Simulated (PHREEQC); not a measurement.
Solution (20 °C): 0.019 mol Cu(BF4)2, 1.5e-05 mol H2SO4 and 2.1e-05 mol H3BO3 per kg of water. Closed to the air; pH follows from the charge balance.

Computed with PHREEQC (ion-association model, wateq4f.dat).

Precipitation was switched off in this run.

Predict the pH, ionic strength.

pH 2.78; ionic strength 0.0581 mol/kgw.

In which forms is S present?

SO4-2 55 %, CuSO4 41 %, HSO4- 4.3 % of the S.

Real BF4- forms and hydrolyses slowly; the run takes it at equilibrium.
